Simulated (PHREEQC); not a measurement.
Synthetic water in mg/kgw, 25 °C, pH 5.94, pe 12.5:

| constituent | mg/kgw |
|---|---|
| Na | 0.279 |
| K | 0.0255 |
| Ca | 0.0115 |
| Mg | 0.00998 |
| Cl | 0.223 |
| S(6) as SO4 | 0.163 |
| Alkalinity as HCO3 | 0.281 |
| Cd | 0.00174 |
| Si as SiO2 | 0.00193 |
| Cu(2) | 0.00167 |

Valence states are taken as typed.

Computed with PHREEQC (ion-association model, wateq4f.dat).

```json
[
 {"quantity": "ionic strength (mol/kgw)", "before": "1.79e-5", "after": "1.90e-5"},
 {"quantity": "CO2 (mol/kgw)", "before": "1.48e-5", "after": "3.54e-5"},
 {"quantity": "HCO3- (mol/kgw)", "before": "5.75e-6", "after": "6.90e-6"},
 {"quantity": "Cu(OH)2 (mol/kgw)", "before": "3.97e-10", "after": "1.01e-10"},
 {"quantity": "CO3-2 (mol/kgw)", "before": "2.38e-10", "after": "1.43e-10"},
 {"quantity": "CuOH+ (mol/kgw)", "before": "2.19e-10", "after": "1.12e-10"},
 {"quantity": "SI of Tenorite (CuO)", "before": "-3.34", "after": "-3.93"},
 {"quantity": "SI of Quartz (SiO2)", "before": "-3.51", "after": "-3.51"}
]
```

Question: Name the change that produced these shifts.
(A) Si from 0.00193 to 0.000965 mg/kgw
(B) pH from 5.94 to 6.24 at the same alkalinity
(C) pH from 5.94 to 5.64 at the same alkalinity
(D) Na from 0.279 to 0.837 mg/kgw

Answer: C, pH from 5.94 to 5.64 at the same alkalinity

No solid was allowed to form.
